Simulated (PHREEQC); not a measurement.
Dissolve 39 mmol/kgw CuSO4 at 25 °C. Closed to the air; pH follows from the charge balance.

The numbers come from PHREEQC with the ion-association model, wateq4f.dat.

This is a speciation only: nothing precipitates in the calculation.

**Question.** Order these Cu species by the share of Cu that they hold, largest first: Cu2(OH)2+2, Cu+2, CuSO4.

**Answer.** Cu+2 (58 %), CuSO4 (42 %), Cu2(OH)2+2 (0.11 %)

The pH is 4.67 and the ionic strength 0.0908 mol/kgw. Examples of supersaturated solids here: Antlerite, Brochantite. Others may be too.
